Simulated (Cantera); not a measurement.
# Premixed flame

A freely propagating, adiabatic, planar premixed flame of 3.33 % C3H8, 20.3 % O2, 76.3 % N2, unburnt at 550 K and 1.00 bar; mixture-averaged transport, grid criteria slope 0.08 and curve 0.16, no radiation.

Detailed kinetics in Cantera: GRI-Mech 3.0 (53 species, 325 reactions). GRI-Mech 3.0 was tuned for natural gas; its chemistry of propane as a main component is partial and can be far from experiment. Burning velocities carry a grid error of a few per cent, more on coarse grids.

```
z (mm)   T (K)  u (m/s)    x C3H8    x O2    x N2O       x H     x H2O    x C2H6
-------  -----  -------  --------  ------  -------  --------  --------  --------
-0.914     550     1.17    0.0333   0.203    <1e-8     <1e-8   2.54e-5   2.57e-8
-0.609     551     1.18    0.0333   0.203    <1e-8     <1e-8  0.000279   6.39e-7
-0.457     556     1.19    0.0332   0.202    <1e-8     <1e-8   0.00106   3.75e-6
-0.305     587     1.26    0.0329   0.199    <1e-8   7.83e-8   0.00533   3.88e-5
-0.152     856     1.88    0.0264   0.172    <1e-8   3.91e-5    0.0320  0.000664
-0.0762   1221     2.74    0.0113   0.135  2.39e-8  0.000488    0.0628   0.00106
0         1601     3.66  0.000580  0.0917  6.17e-8   0.00271    0.0936  0.000150
0.0762    1765     4.05   1.19e-6  0.0664  1.20e-7   0.00533     0.108   1.14e-6
0.152     1818     4.16     <1e-8  0.0562  1.65e-7   0.00664     0.111     <1e-8
0.305     1883     4.27     <1e-8  0.0491  1.95e-7   0.00695     0.111     <1e-8
0.609     1965     4.43     <1e-8  0.0447  2.07e-7   0.00555     0.113     <1e-8
1.22      2054     4.61     <1e-8  0.0418  2.34e-7   0.00334     0.117     <1e-8
2.44      2136     4.76     <1e-8  0.0392  2.73e-7   0.00163     0.121     <1e-8
```
x: mole fraction of selected species; z is measured from the peak of heat release.

| Item | Result |
|---|---|
| laminar burning velocity | 117 cm/s |
| thermal thickness | 0.305 mm |
| peak x(H) | 0.00704 |
| peak x(C2H6) | 0.00111 |
| grid points | 139 |
